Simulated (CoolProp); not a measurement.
A simple Rankine cycle with p-xylene: condensing at 332.15 K, boiler at 1.51 MPa, turbine inlet 553.4 K, turbine efficiency 0.75, pump efficiency 0.6, no recuperator. Each further row changes one setting.

Computed with CoolProp (reference Helmholtz-energy equation of state, Zhou 2012).

```csv
case,thermal efficiency (%),net work (kJ/kg),heat in (kJ/kg),turbine exit temperature (K),volume ratio over the turbine
as stated,…,142,712,…,268
turbine inlet 573.4 K,19.7,150,761,476.7,253
condensing temperature 324.15 K,20.8,151,726,448.6,382
boiler pressure 1.06 MPa,…,139,731,466.2,167
turbine efficiency 0.65,…,122,712,464.6,274
```

Task: What belongs in the gaps?

Result: 
- as stated, thermal efficiency (%): 19.9
- as stated, turbine exit temperature (K): 453.8
- boiler pressure 1.06 MPa, thermal efficiency (%): 19.0
- turbine efficiency 0.65, thermal efficiency (%): 17.2
